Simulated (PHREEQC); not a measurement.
Make-up at 25 °C: 8 mmol/kgw H2SO4, 95 mmol/kgw NaCl and 11 mmol/kgw KCl. It is in equilibrium with CO2 at log p = -3.4 (atm). Otherwise closed; pH follows from the charge balance.

Model: ion-association model, wateq4f.dat, run in PHREEQC.

This is a speciation only: nothing precipitates in the calculation.

Problem. Estimate the pH.

Solution. pH 1.95.

Problem. In which forms is S present?

Solution. SO4-2 59 %, HSO4- 29 %, NaSO4- 9.7 %, KSO4- 1.5 % of the S.
